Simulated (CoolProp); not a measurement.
Octamethylcyclotetrasiloxane (D4) along the isobar 297 kPa: density (kg/m³) from the reference equation and from simpler models built on Tc = 586.5 K, pc = 1347 kPa, ω = 0.598; each cubic takes its own stable root.

Model: reference Helmholtz-energy equation of state, Thol 2015, in CoolProp.

| T (K) | phase | reference |
|---|---|---|
| 525.8 | gas | 23.19 |
| 532.6 | gas | 22.71 |
| 539.3 | gas | 22.26 |
| 546 | gas | 21.83 |
| 552.7 | gas | 21.43 |
| 559.5 | gas | 21.05 |
| 566.2 | gas | 20.68 |
| 572.9 | gas | 20.34 |
| 579.6 | gas | 20.01 |
| 586.4 | gas | 19.69 |
| 593.1 | gas | 19.38 |
| 599.8 | gas | 19.09 |
| 606.5 | gas | 18.81 |
| 613.3 | gas | 18.54 |
| 620 | gas | 18.28 |

### Question
How far does each simpler model (van der Waals, Soave-Redlich-Kwong, Peng-Robinson) lie from the reference over these 15 states: mean and median of the absolute difference, and the worst?

### Answer
- van der Waals: mean 2.0 %, median 1.8 %, worst -4.3 % at 525.8 K and 297 kPa
- Soave-Redlich-Kwong: mean 0.4 %, median 0.3 %, worst -0.6 % at 525.8 K and 297 kPa
- Peng-Robinson: mean 0.5 %, median 0.5 %, worst +0.6 % at 572.9 K and 297 kPa
